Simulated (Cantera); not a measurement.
**Oxide etching and cleaning by halides: Fe2O3 + Cl2 + O2**

Feed: 1 mol Fe2O3, 0.65 mol Cl2, 0.87 mol O2, held at 735 Torr.

Equilibrium computed with Cantera from the NASA thermochemical tables; the gas is ideal and each condensed phase is pure. Candidate condensed phases: Fe, FeCl2, FeCl3, FeO, Fe2O3, Fe3O4; 13 gas species. Condensed phases not in the tables: FeOCl. Equilibrium is a limit: real reactors are often held back by kinetics, nucleation or transport.

From 673 K to 1498 K the condensed part is Fe2O3(s). The main Fe-bearing gas is FeCl3 throughout.

```json
[
 {"T (K)": "673", "x O2": "0.572", "x Cl2": "0.428", "x FeCl3": "2.32e-7", "x FeCl2": "1.96e-12", "x Cl": "1.87e-7", "x ClO": "3.15e-8", "n Fe2O3(s)": "1.00"},
 {"T (K)": "748", "x O2": "0.572", "x Cl2": "0.428", "x FeCl3": "3.62e-6", "x FeCl2": "2.24e-10", "x Cl": "1.70e-6", "x ClO": "1.94e-7", "n Fe2O3(s)": "1.000"},
 {"T (K)": "823", "x O2": "0.572", "x Cl2": "0.428", "x FeCl3": "3.32e-5", "x FeCl2": "1.04e-8", "x Cl": "1.04e-5", "x ClO": "8.62e-7", "n Fe2O3(s)": "1.000"},
 {"T (K)": "898", "x O2": "0.572", "x Cl2": "0.427", "x FeCl3": "0.000205", "x FeCl2": "2.49e-7", "x Cl": "4.70e-5", "x ClO": "2.98e-6", "n Fe2O3(s)": "1.000"},
 {"T (K)": "973", "x O2": "0.573", "x Cl2": "0.426", "x FeCl3": "0.000928", "x FeCl2": "3.54e-6", "x Cl": "0.000169", "x ClO": "8.50e-6", "n Fe2O3(s)": "0.999"},
 {"T (K)": "1048", "x O2": "0.574", "x Cl2": "0.422", "x FeCl3": "0.00329", "x FeCl2": "3.35e-5", "x Cl": "0.000506", "x ClO": "2.08e-5", "n Fe2O3(s)": "0.997"},
 {"T (K)": "1123", "x O2": "0.578", "x Cl2": "0.411", "x FeCl3": "0.00946", "x FeCl2": "0.000227", "x Cl": "0.00130", "x ClO": "4.50e-5", "n Fe2O3(s)": "0.993"},
 {"T (K)": "1198", "x O2": "0.585", "x Cl2": "0.388", "x FeCl3": "0.0222", "x FeCl2": "0.00115", "x Cl": "0.00291", "x ClO": "8.72e-5", "n Fe2O3(s)": "0.982"},
 {"T (K)": "1273", "x O2": "0.598", "x Cl2": "0.349", "x FeCl3": "0.0427", "x FeCl2": "0.00448", "x Cl": "0.00579", "x ClO": "0.000153", "n Fe2O3(s)": "0.963"},
 {"T (K)": "1348", "x O2": "0.615", "x Cl2": "0.294", "x FeCl3": "0.0673", "x FeCl2": "0.0137", "x Cl": "0.0103", "x ClO": "0.000243", "n Fe2O3(s)": "0.936"},
 {"T (K)": "1423", "x O2": "0.632", "x Cl2": "0.230", "x FeCl3": "0.0874", "x FeCl2": "0.0338", "x Cl": "0.0164", "x ClO": "0.000352", "n Fe2O3(s)": "0.902"},
 {"T (K)": "1498", "x O2": "0.645", "x Cl2": "0.167", "x FeCl3": "0.0948", "x FeCl2": "0.0686", "x Cl": "0.0238", "x ClO": "0.000466", "n Fe2O3(s)": "0.864"}
]
```
x: gas mole fraction; n: condensed amount in mol.
